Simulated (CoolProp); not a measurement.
Saturation properties of propane.

Model: reference Helmholtz-energy equation of state, Lemmon 2009, in CoolProp.

| T (K) | p (kPa) | liquid density (kg/m³) | vapour density (kg/m³) | surface tension (mN/m) | vapour viscosity (µPa s) | liquid conductivity (mW/(m K)) |
|---|---|---|---|---|---|---|
| 222.6 | 68.74 | 590.5 | 1.685 | 16.8 | 6.09 | 134 |
| 235.9 | 124.9 | 575.2 | 2.936 | 15.0 | 6.43 | 127 |
| 249.1 | 210.8 | 559.4 | 4.787 | 13.3 | 6.78 | 119 |
| 262.4 | … | 542.8 | 7.453 | 11.5 | 7.14 | 112 |
| 275.6 | 511.0 | … | 11.12 | 9.82 | … | 105 |
| 288.9 | 746.6 | 506.4 | 16.14 | 8.15 | 7.94 | 98.3 |
| 302.1 | … | 486.1 | 22.83 | 6.55 | 8.42 | 92.0 |
| 315.4 | 1442 | 463.4 | … | 5.01 | 9.00 | 86.1 |
| 328.6 | 1925 | 437.8 | 44.20 | 3.56 | 9.73 | … |

Task: Fill in the missing entries.

Result: 
- 262.4, p (kPa): 336.8
- 275.6, liquid density (kg/m³): 525.3
- 275.6, vapour viscosity (µPa s): 7.52
- 302.1, p (kPa): 1051
- 315.4, vapour density (kg/m³): 31.90
- 328.6, liquid conductivity (mW/(m K)): 80.4

It boils at 231.0 K under 1 atm.

Viscosity comes from a separate model (Vogel 1998). Thermal conductivity comes from a separate model (Marsh 2002). Surface tension comes from a separate correlation (Mulero 2012).
